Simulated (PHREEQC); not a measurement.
1 kg of water holding 85 mmol/kgw NaCl and 20 mmol/kgw KCl is evaporated at 75 °C; the solids stay in contact with the brine. The system is closed to CO2. Solids allowed: Halite, Sylvite. Others were left out.

The series has 28 steps of water left (kg), from 1 to 0.005012.

Equilibrium calculation in PHREEQC: Pitzer model, pitzer.dat.

### Question
Which solids form, in which order, and at which step of the series does each first stand?

### Answer
Halite from water left = 0.01337 kg; Sylvite from water left = 0.005012 kg.

At this temperature some constants are extrapolated from 25 °C, and those without enthalpy data are left unchanged.
